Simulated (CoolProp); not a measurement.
Sulfur dioxide along the isotherm 478.7 K: Z from the reference equation and from simpler models built on Tc = 430.6 K, pc = 7.887 MPa, ω = 0.256; each cubic takes its own stable root.

The numbers come from the reference Helmholtz-energy equation of state, Gao 2016 in CoolProp.

```tsv
p (MPa)	phase	reference	van der Waals	Redlich-Kwong	Soave-Redlich-Kwong	Peng-Robinson
0.111	gas	0.9966	0.9968	0.9965	0.9967	0.9962
0.162	gas	0.9951	0.9953	0.9948	0.9951	0.9944
0.238	gas	0.9928	0.9931	0.9924	0.9929	0.9918
0.35	gas	0.9893	0.9898	0.9888	0.9895	0.9880
0.514	gas	0.9843	0.9849	0.9836	0.9845	0.9823
0.754	gas	0.9769	0.9777	0.9758	0.9772	0.9740
1.11	gas	0.9658	0.9669	0.9641	0.9663	0.9615
1.62	gas	0.9496	0.9512	0.9472	0.9504	0.9435
2.38	gas	0.9249	0.9268	0.9214	0.9263	0.9164
3.5	gas	0.8871	0.8890	0.8819	0.8897	0.8755
5.14	gas	0.8286	0.8285	0.8206	0.8335	0.8135
7.54	gas	0.7346	0.7233	0.7209	0.7448	0.7178
11.1	supercritical	0.5740	0.5048	0.5482	0.6019	0.5701
16.2	supercritical	0.4180	0.4723	0.4477	0.4935	0.4593
23.8	supercritical	0.4657	0.5952	0.5176	0.5449	0.4991
35	supercritical	0.5985	0.7916	0.6579	0.6790	0.6171
```
